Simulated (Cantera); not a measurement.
Feed: 1 mol SiC, a varied amount of H2O, 110 mol H2, held at 802 °C and 4.50 mbar.

Method: chemical equilibrium by Gibbs-energy minimisation in Cantera with the NASA 1993 tables (ideal gas, pure condensed phases). Candidate condensed phases: C, C6H6, C7H8, C8H18, H2O, Si, SiC, SiO2; 123 gas species. Mutual solubility and eutectic melting of coexisting phases are not modelled. Kinetics and transport are ignored.

x: gas mole fraction; n: condensed amount in mol.

```json
[
 {"n(H2O) (mol)": "0.003", "x H2": "1.000", "x CO": "3.25e-6", "x CH4": "8.88e-6", "x SiO": "2.72e-7", "x H": "2.19e-7", "x H2O": "4.22e-8", "n SiC(s)": "0.999", "n SiO2(β-quartz)": "0.00130", "n C(graphite)": "0"},
 {"n(H2O) (mol)": "0.005", "x H2": "1.000", "x CO": "6.15e-6", "x CH4": "1.36e-5", "x SiO": "2.20e-7", "x H": "2.19e-7", "x H2O": "5.22e-8", "n SiC(s)": "0.998", "n SiO2(β-quartz)": "0.00215", "n C(graphite)": "0"},
 {"n(H2O) (mol)": "0.0085", "x H2": "1.000", "x CO": "1.18e-5", "x CH4": "2.10e-5", "x SiO": "1.77e-7", "x H": "2.19e-7", "x H2O": "6.49e-8", "n SiC(s)": "0.996", "n SiO2(β-quartz)": "0.00359", "n C(graphite)": "0"},
 {"n(H2O) (mol)": "0.014", "x H2": "1.000", "x CO": "?", "x CH4": "?", "x SiO": "?", "x H": "2.19e-7", "x H2O": "?", "n SiC(s)": "0.994", "n SiO2(β-quartz)": "?", "n C(graphite)": "0"},
 {"n(H2O) (mol)": "0.024", "x H2": "1.000", "x CO": "?", "x CH4": "?", "x SiO": "?", "x H": "2.19e-7", "x H2O": "?", "n SiC(s)": "0.990", "n SiO2(β-quartz)": "?", "n C(graphite)": "0"},
 {"n(H2O) (mol)": "0.041", "x H2": "1.000", "x CO": "7.58e-5", "x CH4": "7.25e-5", "x SiO": "9.53e-8", "x H": "2.19e-7", "x H2O": "1.21e-7", "n SiC(s)": "0.984", "n SiO2(β-quartz)": "0.0163", "n C(graphite)": "0"},
 {"n(H2O) (mol)": "0.069", "x H2": "1.000", "x CO": "0.000137", "x CH4": "0.000108", "x SiO": "7.82e-8", "x H": "2.19e-7", "x H2O": "1.47e-7", "n SiC(s)": "0.973", "n SiO2(β-quartz)": "0.0269", "n C(graphite)": "0"},
 {"n(H2O) (mol)": "0.12", "x H2": "1.000", "x CO": "0.000255", "x CH4": "0.000163", "x SiO": "6.36e-8", "x H": "2.19e-7", "x H2O": "1.81e-7", "n SiC(s)": "0.954", "n SiO2(β-quartz)": "0.0460", "n C(graphite)": "0"},
 {"n(H2O) (mol)": "0.2", "x H2": "0.999", "x CO": "0.000355", "x CH4": "0.000203", "x SiO": "5.70e-8", "x H": "2.19e-7", "x H2O": "2.02e-7", "n SiC(s)": "0.920", "n SiO2(β-quartz)": "0.0804", "n C(graphite)": "0.0190"},
 {"n(H2O) (mol)": "0.34", "x H2": "0.999", "x CO": "0.000355", "x CH4": "0.000203", "x SiO": "5.70e-8", "x H": "2.19e-7", "x H2O": "2.02e-7", "n SiC(s)": "0.850", "n SiO2(β-quartz)": "0.150", "n C(graphite)": "0.0889"},
 {"n(H2O) (mol)": "0.57", "x H2": "0.999", "x CO": "0.000355", "x CH4": "0.000203", "x SiO": "5.70e-8", "x H": "2.19e-7", "x H2O": "2.02e-7", "n SiC(s)": "0.735", "n SiO2(β-quartz)": "0.265", "n C(graphite)": "0.204"}
]
```

### Question
Some entries are withheld; supply them.

### Answer

- 0.024, x CO: 4.08e-5
- 0.024, x CH4: 4.79e-5
- 0.024, x SiO: 1.17e-7
- 0.024, x H2O: 9.81e-8
- 0.024, n SiO2(β-quartz): 0.00975
- 0.014, x CO: 2.15e-5
- 0.014, x CH4: 3.13e-5
- 0.014, x SiO: 1.45e-7
- 0.014, x H2O: 7.93e-8
- 0.014, n SiO2(β-quartz): 0.00580
